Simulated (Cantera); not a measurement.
A perfectly stirred reactor is fed with 15.4 % CH4, 0.572 % CO, 17.3 % O2, 65.2 % N2, 1.48 % H2O, at 43000 Pa; it is adiabatic with a 450 K inlet, and is followed from long to short residence time, starting on the burning branch (τ in s: 0.029, 0.013, 0.0056, 0.0025, 0.0011, 0.00047, 0.00021, 9.1e-05, 4e-05, 1.8e-05, 7.7e-06, 3.4e-06).

Cantera simulation using GRI-Mech 3.0 (53 species, 325 reactions); the numbers are that mechanism's predictions, not measurements.

Q: Predict: blow-out, bracketed by the residence times tried; x(CH4) at τ = 29.0 ms; x(CO) at τ = 29.0 ms; x(O2) at τ = 29.0 ms; x(CH3) at τ = 29.0 ms; x(N2O) at τ = 29.0 ms; x(CH4) at τ = 0.210 ms; x(CO) at τ = 0.210 ms; x(O2) at τ = 0.210 ms.

A: 
```
Item                                                                          Result
------------------------------------------------  ----------------------------------
blow-out, bracketed by the residence times tried  burning at 5.60 ms, out at 2.50 ms
x(CH4) at τ = 29.0 ms                                                        0.00699
x(CO) at τ = 29.0 ms                                                          0.0889
x(O2) at τ = 29.0 ms                                                         0.00183
x(CH3) at τ = 29.0 ms                                                       0.000787
x(N2O) at τ = 29.0 ms                                                        1.61e-9
x(CH4) at τ = 0.210 ms                                                         0.154
x(CO) at τ = 0.210 ms                                                        0.00572
x(O2) at τ = 0.210 ms                                                          0.173
```
